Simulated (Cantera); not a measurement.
**Thermodynamics of silicon etching in halogen gases, feed Si + HCl + N₂**

Feed: 1 mol Si, a varied amount of HCl, 4.8 mol N₂, at 2.30 Pa.

Cantera equilibrium calculation (NASA polynomials, part measured and part estimated; ideal gas, pure solids and liquids). Candidate condensed phases: NH₄Cl, Si, Si₃N₄; 28 gas species. N₂ is the only nitrogen source here; it is nearly inert below about 1500 K, so the nitride shown seldom forms there in practice. The tables' values for SiCl₃ are old estimates. Rates play no part.

Q: Map the stable condensed phases over T = 475, 575, 675, 775, 875, 975, 1075, 1175, 1275, 1375, 1475, 1575, 1675 K and n(HCl) in mol = 1.1, 1.4, 1.7, 2, 2.5, 3, 3.7, 4.5, 5.4, 6.6.

A: 
```
T in K \ n(HCl) in mol
         1.1 1.4 1.7   2 2.5   3 3.7 4.5 5.4 6.6
   1675    A   A   A   A   B   B   B   B   B   B
   1575    A   A   A   A   B   B   B   B   B   B
   1475    A   A   A   A   A   B   B   B   B   B
   1375    C   C   C   C   C   B   B   B   B   B
   1275    C   C   C   C   C   C   C   B   B   B
   1175    C   C   C   C   C   C   C   C   C   C
   1075    C   C   C   C   C   C   C   C   C   C
    975    C   C   C   C   C   C   C   C   C   C
    875    C   C   C   C   C   C   C   C   C   C
    775    C   C   C   C   C   C   C   C   C   C
    675    C   C   C   C   C   C   C   C   C   C
    575    C   C   C   C   C   C   C   C   C   C
    475    C   C   C   C   C   C   C   C   C   B
```
A: Si; B: gas only; C: Si₃N₄.
